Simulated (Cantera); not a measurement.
Input: 1 mol B, a varied amount of O₂, 0.16 mol H₂, held at 1898.15 K and 1.00 bar.

Cantera equilibrium calculation (NASA polynomials, part measured and part estimated; ideal gas, pure solids and liquids). Candidate condensed phases: B, B₂O₃, B₃O₃H₃, H₂O; 23 gas species. Mutual solubility and eutectic melting of coexisting phases are not modelled. Gases not in the tables: B₂H₆ and higher boranes. Equilibrium is a limit: real reactors are often held back by kinetics, nucleation or transport.

Q: What share of the B ends up in condensed phases as a function of n(O₂) (mol), at 0.36, 0.48, 0.63, 0.83, 1.1, 1.4, 1.9, 2.5, 3.2, 4.3?

A: 
```csv
n(O₂) (mol),B condensed (%),as
0.36,96.3,B(s) + B₂O₃(l)
0.48,96.3,B(s) + B₂O₃(l)
0.63,96.3,B(s) + B₂O₃(l)
0.83,93.5,B₂O₃(l)
1.1,89.8,B₂O₃(l)
1.4,87.0,B₂O₃(l)
1.9,83.2,B₂O₃(l)
2.5,79.6,B₂O₃(l)
3.2,76.0,B₂O₃(l)
4.3,71.0,B₂O₃(l)
```
